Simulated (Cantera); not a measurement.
A perfectly stirred reactor is fed with CO : H2 : CH4 : O2 : N2 = 1.3 : 0.83 : 0.2 : 2.53 : 9.51 (molar parts), equivalence ratio 0.58, at 980000 Pa; it is adiabatic with a 623 K inlet, and is followed from long to short residence time, starting on the burning branch (τ in s: 0.058, 0.025, 0.011, 0.0049, 0.0022, 0.00096, 0.00043, 0.00019, 8.3e-05, 3.7e-05, 1.6e-05, 7.1e-06).

Model: GRI-Mech 3.0 (53 species, 325 reactions), integrated in Cantera.

x: mole fraction; the columns are a selection and need not sum to one.

| τ (s) | T (K) | x CO | x H2 | x CH4 | x CH2CO | x H | x HCN | x OH |
|---|---|---|---|---|---|---|---|---|
| 0.058 | 2073 | 0.000387 | 5.88e-5 | 3.81e-7 | 1.13e-11 | 7.02e-6 | 9.61e-9 | 0.00128 |
| 0.025 | 2073 | 0.000487 | 6.78e-5 | 8.37e-7 | 3.37e-11 | 8.26e-6 | 1.02e-8 | 0.00133 |
| 0.011 | 2071 | 0.000688 | 8.60e-5 | 1.73e-6 | 1.07e-10 | 1.10e-5 | 1.05e-8 | 0.00144 |
| 0.0049 | 2067 | 0.00107 | 0.000121 | 3.34e-6 | 3.42e-10 | 1.70e-5 | 1.08e-8 | 0.00162 |
| 0.0022 | 2061 | 0.00175 | 0.000185 | 6.03e-6 | 1.04e-9 | 3.02e-5 | 1.14e-8 | 0.00192 |
| 0.00096 | 2048 | 0.00298 | 0.000300 | 1.07e-5 | 3.06e-9 | 6.02e-5 | (withheld) | 0.00234 |
| 0.00043 | 2029 | 0.00499 | 0.000487 | 1.83e-5 | 8.14e-9 | 0.000122 | (withheld) | 0.00286 |
| 0.00019 | 1997 | 0.00838 | 0.000792 | 3.22e-5 | 2.08e-8 | 0.000248 | (withheld) | 0.00343 |
| 8.3e-5 | 1945 | 0.0141 | 0.00128 | 6.00e-5 | 5.23e-8 | 0.000485 | (withheld) | 0.00392 |
| 3.7e-5 | 1860 | 0.0240 | 0.00206 | 0.000124 | 1.38e-7 | 0.000845 | 2.55e-8 | 0.00403 |
| 1.6e-5 | 1631 | 0.0520 | 0.00489 | 0.000564 | 9.39e-7 | 0.000929 | 2.41e-8 | 0.00232 |
| 7.1e-6 | 623 | 0.0905 | 0.0578 | 0.0139 | <1e-12 | <1e-12 | <1e-12 | <1e-12 |

Q: Some entries are withheld; supply them.

A: 
- 0.00096, x HCN: 1.26e-8
- 0.00043, x HCN: 1.42e-8
- 0.00019, x HCN: 1.67e-8
- 8.3e-5, x HCN: 2.06e-8
